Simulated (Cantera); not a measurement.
What does this Cantera script print?

```python
import numpy as np
import cantera as ct

gas_names = """
    H H2 N NH NH2 NH3 N2 N2H2 N2H4 Si SiH SiH2 SiH3 SiH4 SiN Si2 Si2N Si3
""".split()
cond_names = """
    Si(cr) Si(L) Si3N4(a)
""".split()


# ... load() reads the species with a 1 bar reference pressure and builds the phases ...
atoms = {
    'SiH4': {'Si': 1, 'H': 4},
    'N2': {'N': 2},
}
top_T = {'Si3N4(a)': 2400}  # K; cautious upper limits of use, not melting points


# ... equilibrate(T, P, feed) seeds the gas with the atoms and calls Mixture.equilibrate('TP', solver="vcs", rtol=1e-11, max_steps=5000) ...
results = []
P = 41000  # Pa
for T in [723, 823, 923, 1023, 1123, 1223, 1323, 1423, 1523, 1623, 1723, 1823, 1923, 2023]:
    for m in [0.4, 0.61, 0.93, 1.4, 2.2, 3.3, 5, 7.7, 12, 18]:
        feed = {'SiH4': 1, 'N2': m}  # mol
        mix = equilibrate(T, P, feed)
        results.append((T, P, feed, dict(zip(mix.species_names, mix.species_moles))))

for T, P, feed, n in results:
    print(f"{T:7g} {feed['N2']:10.4g}  " + (" + ".join(c for c in cond_names if n.get(c, 0) > 1e-12) or "gas only"))
```

Result:

```
    723        0.4  Si(cr) + Si3N4(a)
    723       0.61  Si(cr) + Si3N4(a)
    723       0.93  Si3N4(a)
    723        1.4  Si3N4(a)
    723        2.2  Si3N4(a)
    723        3.3  Si3N4(a)
    723          5  Si3N4(a)
    723        7.7  Si3N4(a)
    723         12  Si3N4(a)
    723         18  Si3N4(a)
    823        0.4  Si(cr) + Si3N4(a)
    823       0.61  Si(cr) + Si3N4(a)
    823       0.93  Si3N4(a)
    823        1.4  Si3N4(a)
    823        2.2  Si3N4(a)
    823        3.3  Si3N4(a)
    823          5  Si3N4(a)
    823        7.7  Si3N4(a)
    823         12  Si3N4(a)
    823         18  Si3N4(a)
    923        0.4  Si(cr) + Si3N4(a)
    923       0.61  Si(cr) + Si3N4(a)
    923       0.93  Si3N4(a)
    923        1.4  Si3N4(a)
    923        2.2  Si3N4(a)
    923        3.3  Si3N4(a)
    923          5  Si3N4(a)
    923        7.7  Si3N4(a)
    923         12  Si3N4(a)
    923         18  Si3N4(a)
   1023        0.4  Si(cr) + Si3N4(a)
   1023       0.61  Si(cr) + Si3N4(a)
   1023       0.93  Si3N4(a)
   1023        1.4  Si3N4(a)
   1023        2.2  Si3N4(a)
   1023        3.3  Si3N4(a)
   1023          5  Si3N4(a)
   1023        7.7  Si3N4(a)
   1023         12  Si3N4(a)
   1023         18  Si3N4(a)
   1123        0.4  Si(cr) + Si3N4(a)
   1123       0.61  Si(cr) + Si3N4(a)
   1123       0.93  Si3N4(a)
   1123        1.4  Si3N4(a)
   1123        2.2  Si3N4(a)
   1123        3.3  Si3N4(a)
   1123          5  Si3N4(a)
   1123        7.7  Si3N4(a)
   1123         12  Si3N4(a)
   1123         18  Si3N4(a)
   1223        0.4  Si(cr) + Si3N4(a)
   1223       0.61  Si(cr) + Si3N4(a)
   1223       0.93  Si3N4(a)
   1223        1.4  Si3N4(a)
   1223        2.2  Si3N4(a)
   1223        3.3  Si3N4(a)
   1223          5  Si3N4(a)
   1223        7.7  Si3N4(a)
   1223         12  Si3N4(a)
   1223         18  Si3N4(a)
   1323        0.4  Si(cr) + Si3N4(a)
   1323       0.61  Si(cr) + Si3N4(a)
   1323       0.93  Si3N4(a)
   1323        1.4  Si3N4(a)
   1323        2.2  Si3N4(a)
   1323        3.3  Si3N4(a)
   1323          5  Si3N4(a)
   1323        7.7  Si3N4(a)
   1323         12  Si3N4(a)
   1323         18  Si3N4(a)
   1423        0.4  Si(cr) + Si3N4(a)
   1423       0.61  Si(cr) + Si3N4(a)
   1423       0.93  Si3N4(a)
   1423        1.4  Si3N4(a)
   1423        2.2  Si3N4(a)
   1423        3.3  Si3N4(a)
   1423          5  Si3N4(a)
   1423        7.7  Si3N4(a)
   1423         12  Si3N4(a)
   1423         18  Si3N4(a)
   1523        0.4  Si(cr) + Si3N4(a)
   1523       0.61  Si(cr) + Si3N4(a)
   1523       0.93  Si3N4(a)
   1523        1.4  Si3N4(a)
   1523        2.2  Si3N4(a)
   1523        3.3  Si3N4(a)
   1523          5  Si3N4(a)
   1523        7.7  Si3N4(a)
   1523         12  Si3N4(a)
   1523         18  Si3N4(a)
   1623        0.4  Si(cr) + Si3N4(a)
   1623       0.61  Si(cr) + Si3N4(a)
   1623       0.93  Si3N4(a)
   1623        1.4  Si3N4(a)
   1623        2.2  Si3N4(a)
   1623        3.3  Si3N4(a)
   1623          5  Si3N4(a)
   1623        7.7  Si3N4(a)
   1623         12  Si3N4(a)
   1623         18  Si3N4(a)
   1723        0.4  Si(L) + Si3N4(a)
   1723       0.61  Si(L) + Si3N4(a)
   1723       0.93  Si3N4(a)
   1723        1.4  Si3N4(a)
   1723        2.2  Si3N4(a)
   1723        3.3  Si3N4(a)
   1723          5  Si3N4(a)
   1723        7.7  Si3N4(a)
   1723         12  Si3N4(a)
   1723         18  Si3N4(a)
   1823        0.4  Si(L) + Si3N4(a)
   1823       0.61  Si(L) + Si3N4(a)
   1823       0.93  Si3N4(a)
   1823        1.4  Si3N4(a)
   1823        2.2  Si3N4(a)
   1823        3.3  Si3N4(a)
   1823          5  Si3N4(a)
   1823        7.7  Si3N4(a)
   1823         12  Si3N4(a)
   1823         18  Si3N4(a)
   1923        0.4  Si(L) + Si3N4(a)
   1923       0.61  Si(L) + Si3N4(a)
   1923       0.93  Si(L) + Si3N4(a)
   1923        1.4  Si3N4(a)
   1923        2.2  Si3N4(a)
   1923        3.3  Si3N4(a)
   1923          5  Si3N4(a)
   1923        7.7  Si3N4(a)
   1923         12  Si3N4(a)
   1923         18  Si3N4(a)
   2023        0.4  Si(L)
   2023       0.61  Si(L)
   2023       0.93  Si(L)
   2023        1.4  Si(L)
   2023        2.2  Si(L)
   2023        3.3  Si3N4(a)
   2023          5  Si3N4(a)
   2023        7.7  Si3N4(a)
   2023         12  Si3N4(a)
   2023         18  Si3N4(a)
```

Method: chemical equilibrium by Gibbs-energy minimisation in Cantera with the NASA 1993 tables (ideal gas, pure condensed phases). N2 is the only nitrogen source here; it is nearly inert below about 1500 K, so the nitride shown seldom forms there in practice. Mutual solubility and eutectic melting of coexisting phases are not modelled.
